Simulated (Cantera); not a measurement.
What does this Cantera script print?

```python
import numpy as np
import cantera as ct

gas_names = """
    AL ALCL ALCL2 ALCL3 ALN AL2 AL2CL6 CL CL2 N N2
""".split()
cond_names = """
    AL(cr) AL(L) ALCL3(s) ALCL3(L) ALN(s)
""".split()


# ... load() reads the species with a 1 bar reference pressure and builds the phases ...
atoms = {
    'AlCl3': {'AL': 1, 'CL': 3},
    'N2': {'N': 2},
}
top_T = {'ALN(s)': 2750}  # K; cautious upper limits of use, not melting points


# ... equilibrate(T, P, feed) seeds the gas with the atoms and calls Mixture.equilibrate('TP', solver="vcs", rtol=1e-11, max_steps=5000) ...
results = []
feed = {'AlCl3': 1, 'N2': 11}  # mol
T = 825  # K
P = 34  # Pa
mix = equilibrate(T, P, feed)
results.append((T, P, feed, dict(zip(mix.species_names, mix.species_moles))))
print(gas.report(threshold=0.001))
for i in range(1, mix.n_phases):
    print(f"{mix.phase(i).name:16s} {mix.phase_moles(i):12.5e} mol")
```

Result:

```
       temperature   825 K
          pressure   34 Pa
           density   0.00018236 kg/m^3
  mean mol. weight   36.791 kg/kmol
   phase of matter   gas

                          1 kg             1 kmol
                     ---------------   ---------------
          enthalpy       -8.3614e+05       -3.0762e+07  J
   internal energy       -1.0226e+06       -3.7621e+07  J
           entropy            8292.1        3.0507e+05  J/K
    Gibbs function       -7.6771e+06       -2.8245e+08  J
 heat capacity c_p            971.46             35741  J/K
 heat capacity c_v            745.46             27426  J/K

                      mass frac. Y      mole frac. X     chem. pot. / RT
                     ---------------   ---------------   ---------------
             ALCL3           0.30197          0.083325           -137.01
                N2           0.69799           0.91667           -32.464
     [   +9 minor]        3.3363e-05        4.6066e-06

AL(cr)            0.00000e+00 mol
ALCL3(L)          0.00000e+00 mol
ALN(s)            0.00000e+00 mol
```

Equilibrium computed with Cantera from the NASA thermochemical tables; the gas is ideal and each condensed phase is pure.
